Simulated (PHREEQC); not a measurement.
2 g of hydrous ferric oxide (600 m²/g; 0.2 weak and 0.005 strong sites per Fe, Dzombak-Morel constants, diffuse double layer) in 1 kg of water with 0.001 mol/kgw of an inert sodium salt and 0.26 mmol/kgw Na2HAsO4, at 25 °C; the pH is set by adding NaOH or the inert anion's acid. O2 is buffered at 0.21 atm. CO2 from the air is kept out. Precipitation was switched off in this run.

Base run: PHREEQC, ion-association model, wateq4f.dat. Each further column changes one thing. The table gives surface charge σ (C/m²).

| pH | base | background salt from 0.001 to 0.0001 mol/kgw |
|---|---|---|
| 4 | 0.130 | 0.108 |
| 5 | 0.050 | 0.036 |
| 6 | 0.017 | 0.012 |
| 7 | 0.005 | 0.003 |
| 8 | -0.001 | -0.001 |
| 9 | -0.008 | -0.005 |
| 10 | -0.022 | -0.015 |
| 11 | -0.068 | -0.059 |
| 12 | -0.211 | -0.208 |
